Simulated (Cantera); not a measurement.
Ignition delay

Mixture: 9.24 % CH₄, 5.55 % CO, 15.2 % O₂, 57.1 % N₂, 12.9 % CO₂, equivalence ratio 1.4, at 750 Torr, adiabatic and at constant pressure. Ignition delay is the time to a rise of 400 K.

Computed with Cantera and GRI-Mech 3.0 (53 species, 325 reactions).

```tsv
T0 (K)	delay (ms)
1198	103
1248	47.7
1298	23.1
1348	11.6
1398	6.02
1448	3.26
```

- apparent activation energy between 1348 and 1448 K = 210 kJ/mol
